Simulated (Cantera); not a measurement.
A Cantera script and what it prints.

```python
import numpy as np
import cantera as ct

gas_names = [...]  # 136 gases of nasa_gas.yaml made of C, H, N, O
cond_names = """
    C(gr) C6H6(L) C7H8(L) C8H18(L),n-octa H2O(s) H2O(L)
""".split()


# ... load() reads the species with a 1 bar reference pressure and builds the phases ...
atoms = {
    'C2H4': {'C': 2, 'H': 4},
    'NH3': {'N': 1, 'H': 3},
    'N2': {'N': 2},
    'O2': {'O': 2},
}
top_T = {'C(gr)': 4500}  # K; cautious upper limits of use, not melting points


# ... equilibrate(T, P, feed) seeds the gas with the atoms and calls Mixture.equilibrate('TP', solver="vcs", rtol=1e-11, max_steps=5000) ...
results = []
feed = {'C2H4': 1, 'NH3': 0.014, 'N2': 0.35, 'O2': 0.17}  # mol
P = 12000  # Pa
for T in [673, 823, 973, 1123, 1273, 1423, 1573, 1723, 1873, 2023, 2173]:
    mix = equilibrate(T, P, feed)
    results.append((T, P, feed, dict(zip(mix.species_names, mix.species_moles))))

top = {s: max(r[3][s] / sum(r[3][g] for g in gas_names) for r in results) for s in gas_names}
cols = sorted((s for s in top if top[s] > 0.0001), key=lambda s: -top[s])[:9]
seen = [c for c in cond_names if any(r[3].get(c, 0) > 1e-12 for r in results)]
print("log10 of partial pressures in bar; condensed amounts in mol")
print(f"{'T/K':>10s}" + "".join(f"{s[:9]:>10s}" for s in cols + seen))
for T, P, feed, n in results:
    ng = sum(n[g] for g in gas_names)
    print(f"{T:10.4g}" + "".join(f"{np.log10(max(n[s] / ng * P / 1e5, 1e-99)):10.3f}" for s in cols)
          + "".join(f"{n.get(c, 0):10.4g}" for c in seen))
```

Result:

```
log10 of partial pressures in bar; condensed amounts in mol
       T/K        H2       CH4        N2       H2O        CO       CO2         H       HCN C2H2,acet     C(gr)
       673    -1.339    -1.495    -1.648    -1.752    -3.448    -2.773   -14.927   -10.173   -16.019     1.461
       823    -1.091    -2.211    -1.752    -2.170    -2.201    -2.721   -11.680    -8.205   -12.567     1.711
       973    -1.056    -3.003    -1.795    -3.113    -1.851    -3.701    -9.494    -6.904   -10.325     1.659
      1123    -1.051    -3.634    -1.801    -4.057    -1.826    -4.870    -7.896    -5.950    -8.708     1.657
      1273    -1.050    -4.127    -1.802    -4.798    -1.824    -5.791    -6.672    -5.223    -7.480     1.659
      1423    -1.050    -4.519    -1.803    -5.384    -1.824    -6.513    -5.703    -4.651    -6.514     1.659
      1573    -1.050    -4.836    -1.803    -5.856    -1.824    -7.092    -4.916    -4.189    -5.735     1.658
      1723    -1.050    -5.098    -1.805    -6.245    -1.824    -7.564    -4.264    -3.810    -5.094     1.656
      1873    -1.051    -5.318    -1.807    -6.571    -1.824    -7.957    -3.716    -3.493    -4.557     1.651
      2023    -1.054    -5.506    -1.812    -6.849    -1.825    -8.289    -3.248    -3.226    -4.103     1.642
      2173    -1.059    -5.673    -1.820    -7.091    -1.826    -8.573    -2.846    -2.999    -3.715     1.627
```

These are equilibrium values from Cantera (NASA tables, ideal gas, pure condensed phases), not measurements of a reactor.
